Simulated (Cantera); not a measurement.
What does this Cantera script print?

```python
import numpy as np
import cantera as ct

gas_names = [...]  # 127 gases of nasa_gas.yaml made of C, Fe, H, O, S
cond_names = """
    C(gr) C6H6(L) C7H8(L) C8H18(L),n-octa Fe(a) Fe(c) Fe(d) Fe(L) FeC5O5(L) FeO(s) FeO(L) Fe(OH)2(s)
    Fe(OH)3(s) FeS(a) FeS(b) FeS(c) FeS(L) FeSO4(s) FeS2(s) Fe2O3(s) Fe2S3O12(s) Fe3O4(s) H2O(s) H2O(L)
    H2SO4(L) S(cr1) S(cr2) S(L)
""".split()


# ... load() reads the species with a 1 bar reference pressure and builds the phases ...
atoms = {
    'FeS2': {'Fe': 1, 'S': 2},
    'H2S': {'H': 2, 'S': 1},
    'CO2': {'C': 1, 'O': 2},
}
top_T = {'C(gr)': 4500, 'FeSO4(s)': 950, 'FeS2(s)': 1010, 'Fe2O3(s)': 1830, 'Fe2S3O12(s)': 1100, 'Fe3O4(s)': 1870}  # K; cautious upper limits of use, not melting points


# ... equilibrate(T, P, feed) seeds the gas with the atoms and calls Mixture.equilibrate('TP', solver="vcs", rtol=1e-11, max_steps=5000) ...
results = []
T = 1175  # K
P = 3900  # Pa
for m in [0.056, 0.077, 0.11, 0.14, 0.2, 0.27, 0.37, 0.51]:
    feed = {'FeS2': 1, 'H2S': m, 'CO2': 1}  # mol
    mix = equilibrate(T, P, feed)
    results.append((T, P, feed, dict(zip(mix.species_names, mix.species_moles))))

top = {s: max(r[3][s] / sum(r[3][g] for g in gas_names) for r in results) for s in gas_names}
cols = sorted((s for s in top if top[s] > 1e-06), key=lambda s: -top[s])[:6]
seen = [c for c in cond_names if any(r[3].get(c, 0) > 1e-12 for r in results)]
print("log10 of partial pressures in bar; condensed amounts in mol")
print(f"{'n(H2S)':>10s}" + "".join(f"{s[:9]:>10s}" for s in cols + seen))
for T, P, feed, n in results:
    ng = sum(n[g] for g in gas_names)
    print(f"{feed['H2S']:10.4g}" + "".join(f"{np.log10(max(n[s] / ng * P / 1e5, 1e-99)):10.3f}" for s in cols)
          + "".join(f"{n.get(c, 0):10.4g}" for c in seen))
```

Output:

```
log10 of partial pressures in bar; condensed amounts in mol
    n(H2S)       CO2        S2       H2O        CO       H2S        H2    FeS(c)
     0.056    -1.670    -1.919    -3.013    -2.547    -3.525    -3.997         1
     0.077    -1.681    -1.918    -2.890    -2.533    -3.376    -3.849         1
      0.11    -1.697    -1.917    -2.758    -2.512    -3.206    -3.680         1
      0.14    -1.712    -1.916    -2.674    -2.494    -3.089    -3.563         1
       0.2    -1.741    -1.917    -2.560    -2.460    -2.913    -3.386         1
      0.27    -1.774    -1.920    -2.477    -2.426    -2.763    -3.235         1
      0.37    -1.820    -1.926    -2.403    -2.388    -2.609    -3.078         1
      0.51    -1.880    -1.937    -2.344    -2.352    -2.459    -2.923         1
```

Method: chemical equilibrium by Gibbs-energy minimisation in Cantera with the NASA 1993 tables (ideal gas, pure condensed phases). FeS: taken at fixed stoichiometry. Gases not in the tables: S3 to S7.
